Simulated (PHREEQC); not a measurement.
**Alkaline etch or developer: speciation**

Solution (70 °C): 0.051 mol NaOH, 0.00032 mol Na2SiO3 and 0.081 mol (CH3)4NCl per kg of water. Closed to the air; pH follows from the charge balance.

All values are PHREEQC results (ion-association model, phreeqc.dat), not measurements.

No solid was allowed to form.

Q: Estimate the pH.

A: pH 11.36.

Q: In which forms is Si present?

A: H3SiO4- 75 %, H2SiO4-2 25 % of the Si.

(CH3)4N+ isn't in the database: it is added as a free cation with an ion size of 4 Å. Away from 25 °C the constants follow the database's enthalpies or fits; those with neither stay at their 25 °C values.
